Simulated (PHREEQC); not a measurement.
TMAH is added in steps, without added water, to 1 kg of water holding 0.016 mol CaCl2, 0.0001 mol Na2CO3 and 7.2e-06 mol H4SiO4, at 25 °C. Oxygen alone is held at its pressure in air (log pO2 = -0.68). The system is closed to CO2. Only these solids could form: Calcite, SiO2(a), Halite.

Base run: PHREEQC, ion-association model, phreeqc.dat. Each further column changes one thing. The table gives C in solution (mol/kgw).

```json
[
 {"TMAH added (mol)": "0", "base": "2.00e-5", "Davies equation for every ion": "2.03e-5", "database wateq4f.dat": "1.99e-5", "Debye-Hückel limiting law": "2.35e-5", "metal-ligand complexes left out": "(withheld)"},
 {"TMAH added (mol)": "0.000345", "base": "6.93e-6", "Davies equation for every ion": "7.01e-6", "database wateq4f.dat": "6.91e-6", "Debye-Hückel limiting law": "7.94e-6", "metal-ligand complexes left out": "1.38e-6"},
 {"TMAH added (mol)": "0.00069", "base": "6.68e-6", "Davies equation for every ion": "6.76e-6", "database wateq4f.dat": "6.66e-6", "Debye-Hückel limiting law": "7.59e-6", "metal-ligand complexes left out": "1.15e-6"},
 {"TMAH added (mol)": "0.001035", "base": "6.60e-6", "Davies equation for every ion": "6.68e-6", "database wateq4f.dat": "6.58e-6", "Debye-Hückel limiting law": "7.48e-6", "metal-ligand complexes left out": "(withheld)"},
 {"TMAH added (mol)": "0.00138", "base": "6.56e-6", "Davies equation for every ion": "6.64e-6", "database wateq4f.dat": "6.55e-6", "Debye-Hückel limiting law": "7.43e-6", "metal-ligand complexes left out": "(withheld)"},
 {"TMAH added (mol)": "0.001725", "base": "6.54e-6", "Davies equation for every ion": "6.62e-6", "database wateq4f.dat": "6.53e-6", "Debye-Hückel limiting law": "7.41e-6", "metal-ligand complexes left out": "(withheld)"},
 {"TMAH added (mol)": "0.00207", "base": "6.53e-6", "Davies equation for every ion": "6.61e-6", "database wateq4f.dat": "6.52e-6", "Debye-Hückel limiting law": "7.40e-6", "metal-ligand complexes left out": "1.02e-6"},
 {"TMAH added (mol)": "0.00253", "base": "6.52e-6", "Davies equation for every ion": "6.60e-6", "database wateq4f.dat": "6.51e-6", "Debye-Hückel limiting law": "7.39e-6", "metal-ligand complexes left out": "1.01e-6"},
 {"TMAH added (mol)": "0.002875", "base": "6.52e-6", "Davies equation for every ion": "6.59e-6", "database wateq4f.dat": "6.50e-6", "Debye-Hückel limiting law": "7.40e-6", "metal-ligand complexes left out": "1.01e-6"},
 {"TMAH added (mol)": "0.00322", "base": "6.52e-6", "Davies equation for every ion": "6.59e-6", "database wateq4f.dat": "6.50e-6", "Debye-Hückel limiting law": "7.40e-6", "metal-ligand complexes left out": "1.01e-6"},
 {"TMAH added (mol)": "0.003565", "base": "6.52e-6", "Davies equation for every ion": "6.59e-6", "database wateq4f.dat": "6.50e-6", "Debye-Hückel limiting law": "7.41e-6", "metal-ligand complexes left out": "1.01e-6"},
 {"TMAH added (mol)": "0.00391", "base": "6.52e-6", "Davies equation for every ion": "6.59e-6", "database wateq4f.dat": "6.50e-6", "Debye-Hückel limiting law": "7.42e-6", "metal-ligand complexes left out": "1.01e-6"},
 {"TMAH added (mol)": "0.004255", "base": "6.52e-6", "Davies equation for every ion": "6.60e-6", "database wateq4f.dat": "6.50e-6", "Debye-Hückel limiting law": "7.42e-6", "metal-ligand complexes left out": "1.01e-6"},
 {"TMAH added (mol)": "0.0046", "base": "6.52e-6", "Davies equation for every ion": "6.60e-6", "database wateq4f.dat": "6.50e-6", "Debye-Hückel limiting law": "7.43e-6", "metal-ligand complexes left out": "1.02e-6"}
]
```

Question: Fill in the missing entries.

Answer: 
- 0, metal-ligand complexes left out: 1.39e-5
- 0.001035, metal-ligand complexes left out: 1.08e-6
- 0.00138, metal-ligand complexes left out: 1.05e-6
- 0.001725, metal-ligand complexes left out: 1.03e-6

(CH3)4N+ isn't in the database: it is added as a free cation with an ion size of 4 Å. phreeqc.dat and wateq4f.dat share most of their constants, so their agreement is no independent check. Solids allowed in the column 'database wateq4f.dat': Calcite, Portlandite, SiO2(a), Halite, Nahcolite, Natron.
